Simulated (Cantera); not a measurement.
Feed: 1 mol Fe2O3, 1900 mol H2, 8.3 mol H2O, held at 3.70 bar.

These are equilibrium values from Cantera (NASA tables, ideal gas, pure condensed phases), not measurements of a reactor. Candidate condensed phases: Fe, FeO, Fe(OH)2, Fe(OH)3, Fe2O3, Fe3O4, H2O; 12 gas species. Equilibrium is a limit: real reactors are often held back by kinetics, nucleation or transport.

x: gas mole fraction; n: condensed amount in mol.

```
T (K)   x H2    x H2O       x H     x Fe      x OH  n Fe(γ)  n Fe(δ)  n Fe(l)
-----  -----  -------  --------  -------  --------  -------  -------  -------
1398   0.994  0.00592   2.45e-6  3.94e-9  2.88e-10     2.00        0        0
1448   0.994  0.00592   4.78e-6  1.29e-8  6.77e-10     2.00        0        0
1498   0.994  0.00592       [?]      [?]       [?]     2.00        0        0
1548   0.994  0.00592   1.60e-5  1.09e-7   3.18e-9     2.00        0        0
1598   0.994  0.00592   2.76e-5  2.85e-7   6.40e-9     2.00        0        0
1648   0.994  0.00592   4.62e-5  7.05e-7   1.24e-8     2.00        0        0
1698   0.994  0.00592   7.49e-5  1.65e-6   2.30e-8        0     2.00        0
1748   0.994  0.00592  0.000118  3.65e-6   4.12e-8        0     1.99        0
1798   0.994  0.00592  0.000182  7.74e-6   7.15e-8        0     1.99        0
1848   0.994  0.00592       [?]      [?]       [?]        0        0     1.97
1898   0.994  0.00592  0.000405  2.94e-5   1.97e-7        0        0     1.94
1948   0.993  0.00592  0.000586  5.41e-5   3.16e-7        0        0     1.90
1998   0.993  0.00592  0.000831  9.64e-5   4.93e-7        0        0     1.82
```

Problem. Fill in the missing entries.

Solution. 
- 1498, x H: 8.91e-6
- 1498, x Fe: 3.88e-8
- 1498, x OH: 1.50e-9
- 1848, x H: 0.000275
- 1848, x Fe: 1.54e-5
- 1848, x OH: 1.20e-7
